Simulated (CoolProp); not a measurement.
Values from CoolProp's reference Helmholtz-energy equation of state, Thol 2016.

### Question
Give the vapour pressure (bar), enthalpy of vaporisation (kJ/kg), liquid cp (kJ/(kg K)), liquid viscosity (µPa s) of saturated R1234ze(E) at 295.9, 307.1 K.

### Answer
```
T (K)  p (bar)  enthalpy of vaporisation (kJ/kg)  liquid cp (kJ/(kg K))  liquid viscosity (µPa s)
-----  -------  --------------------------------  ---------------------  ------------------------
295.9     4.65                               169                   1.38                       193
307.1     6.48                               160                   1.42                       168
```

Viscosity comes from a separate model (Bell 2016), an estimate that may be off by 10 % or more.
